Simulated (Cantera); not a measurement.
A Cantera script and its output.

```python
import numpy as np
import cantera as ct

gas = ct.Solution("h2o2.yaml")
gas.TPX = 575, 180000, {'H2': 1, 'O2': 0.581, 'N2': 2.19}
flame = ct.FreeFlame(gas, width=0.027)
flame.set_refine_criteria(ratio=3, slope=0.08, curve=0.16)
flame.transport_model = "mixture-averaged"
flame.solve(loglevel=0, auto=True)
z, T = flame.grid, flame.T
thick = (T[-1] - T[0]) / np.gradient(T, z).max()
show = ['H2', 'O2', 'O', 'H2O2', 'H', 'OH']
print(f"laminar burning velocity  {flame.velocity[0] * 100:.3f} cm/s")
print(f"burnt temperature         {T[-1]:.1f} K")
print(f"thermal thickness         {thick * 1e3:.4f} mm")
print(f"grid points               {len(z)}")
z0 = z[flame.heat_release_rate.argmax()]
print(f"{'z/mm':>9s}{'T/K':>9s}{'u/(m/s)':>9s}" + "".join(f"{s:>11s}" for s in show))
rows = []
for k in (-3, -2, -1.5, -1, -0.5, -0.25, 0, 0.25, 0.5, 1, 2, 4, 8):
    zz = z0 + k * thick
    rows.append([k * thick, np.interp(zz, z, T), np.interp(zz, z, flame.velocity),
                 *(np.interp(zz, z, flame.X[gas.species_index(s)]) for s in show)])
    print(f"{rows[-1][0] * 1e3:9.3f}{rows[-1][1]:9.1f}{rows[-1][2]:9.3f}" + "".join(f"{x:11.3e}" for x in rows[-1][3:]))
```

Output:

```
laminar burning velocity  601.800 cm/s
burnt temperature         2427.7 K
thermal thickness         0.2111 mm
grid points               113
     z/mm      T/K  u/(m/s)         H2         O2          O       H2O2          H         OH
   -0.633    575.0    6.018  2.652e-01  1.541e-01  1.330e-14  9.584e-15  6.364e-16  3.966e-16
   -0.422    575.0    6.018  2.652e-01  1.541e-01  2.157e-12  1.032e-12  1.150e-13  6.429e-14
   -0.317    575.0    6.018  2.652e-01  1.541e-01  5.589e-11  2.514e-11  4.724e-12  1.668e-12
   -0.211    575.1    6.017  2.649e-01  1.541e-01  6.021e-09  3.518e-09  3.950e-09  2.383e-10
   -0.106    593.5    6.155  2.574e-01  1.551e-01  5.929e-06  6.115e-06  5.612e-05  3.182e-05
   -0.053    820.2    8.259  2.194e-01  1.505e-01  3.130e-04  3.479e-05  3.554e-03  9.292e-04
    0.000   1265.9   12.328  1.296e-01  1.144e-01  4.657e-03  1.165e-05  2.287e-02  3.771e-03
    0.053   1590.3   15.297  5.650e-02  6.350e-02  1.101e-02  4.321e-06  3.677e-02  1.040e-02
    0.106   1756.1   16.779  3.614e-02  4.528e-02  1.246e-02  2.410e-06  3.420e-02  1.450e-02
    0.211   1926.8   18.234  2.988e-02  3.820e-02  1.073e-02  1.274e-06  2.454e-02  1.712e-02
    0.422   2088.2   19.552  2.497e-02  3.418e-02  7.766e-03  7.577e-07  1.504e-02  1.775e-02
    0.845   2227.1   20.645  1.870e-02  3.074e-02  5.010e-03  5.217e-07  8.040e-03  1.661e-02
    1.689   2333.0   21.456  1.239e-02  2.814e-02  2.929e-03  4.069e-07  3.742e-03  1.417e-02
```

Computed with Cantera and the H2/O2 subset of GRI-Mech 3.0, which has no nitrogen chemistry. Burning velocities carry a grid error of a few per cent, more on coarse grids.
